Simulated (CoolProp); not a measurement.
c-C4F8 (RC318) at 298.15 K and 0.724 MPa flows at 0.8 m/s in a round tube of 20 mm bore and 1.5 µm roughness, fully developed (64/Re and Nu = 3.66 if laminar; Colebrook and Gnielinski if turbulent). Each further row changes one setting.

Computed with CoolProp (reference Helmholtz-energy equation of state, Platzer 1990). This equation is an older, rougher fit; its heat capacities, sound speeds and derivatives of the liquid may be far off and weren't checked against measurements.

| case | Reynolds number | Darcy friction factor | pressure drop (Pa/m) | heat-transfer coefficient (W/(m² K)) | mass flow (kg/h) |
|---|---|---|---|---|---|
| as stated | 65500 | 0.0200 | 480 | 1310 | 1360 |
| velocity 1.6 m/s | 131000 | 0.0175 | 1680 | 2400 | 2720 |
| diameter 40 mm | 131000 | 0.0172 | 207 | 1190 | 5430 |

Viscosity comes from a separate model (Huber 2003), an estimate that may be off by 10 % or more. Thermal conductivity comes from a separate model (Huber 2003), an estimate that may be off by 10 % or more.
